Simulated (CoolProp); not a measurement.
Toluene along the isobar 0.101 MPa: Z from the reference equation and from simpler models built on Tc = 591.7 K, pc = 4.126 MPa, ω = 0.266; each cubic takes its own stable root.

The numbers come from the reference Helmholtz-energy equation of state, Lemmon 2006 in CoolProp. It is a short technical equation, of lower accuracy than the large ones.

```csv
T (K),phase,reference
268.9,liquid,0.004680
291.8,liquid,0.004418
314.7,liquid,0.004200
337.6,liquid,0.004019
360.5,liquid,0.003868
406.3,gas,0.9673
429.2,gas,0.9731
452.1,gas,0.9776
474.9,gas,0.9811
497.8,gas,0.9839
520.7,gas,0.9862
```

**Question.** How far does each simpler model (van der Waals, Peng-Robinson) lie from the reference over these 11 states: mean and median of the absolute difference, and the worst?

**Answer.** 
- van der Waals: mean 8543.0 %, median 1.6 %, worst +25150.8 % at 360.5 K and 0.101 MPa
- Peng-Robinson: mean 0.4 %, median 0.3 %, worst -1.1 % at 360.5 K and 0.101 MPa

At some of these states van der Waals gives the other phase, because its saturation line lies elsewhere.
